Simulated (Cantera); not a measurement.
A perfectly stirred reactor is fed with 10.6 % CH₄, 1.70 % H₂, 18.4 % O₂, 69.3 % N₂, equivalence ratio 1.2, at 4.93 atm; it is adiabatic with a 500 K inlet, and is followed from long to short residence time, starting on the burning branch (τ in s: 0.058, 0.025, 0.011, 0.0046, 0.002, 0.00085, 0.00037, 0.00016, 6.8e-05, 2.9e-05).

Cantera simulation using GRI-Mech 3.0 (53 species, 325 reactions); the numbers are that mechanism's predictions, not measurements.

Task: Predict: blow-out, bracketed by the residence times tried; x(CH₄) at τ = 58.0 ms; x(H₂) at τ = 58.0 ms; x(O₂) at τ = 58.0 ms; x(NO) at τ = 58.0 ms; x(CH₂CO) at τ = 58.0 ms; x(CH₄) at τ = 0.850 ms; x(H₂) at τ = 0.850 ms; x(O₂) at τ = 0.850 ms; x(NO) at τ = 0.850 ms; x(CH₂CO) at τ = 0.850 ms.

Result: 
```
Property                                                                       Value
------------------------------------------------  ----------------------------------
blow-out, bracketed by the residence times tried  burning at 68.0 µs, out at 29.0 µs
x(CH₄) at τ = 58.0 ms                                                        1.32e-5
x(H₂) at τ = 58.0 ms                                                          0.0274
x(O₂) at τ = 58.0 ms                                                         9.57e-5
x(NO) at τ = 58.0 ms                                                        0.000259
x(CH₂CO) at τ = 58.0 ms                                                      2.04e-8
x(CH₄) at τ = 0.850 ms                                                      0.000125
x(H₂) at τ = 0.850 ms                                                         0.0281
x(O₂) at τ = 0.850 ms                                                        0.00138
x(NO) at τ = 0.850 ms                                                       0.000405
x(CH₂CO) at τ = 0.850 ms                                                     4.68e-7
```
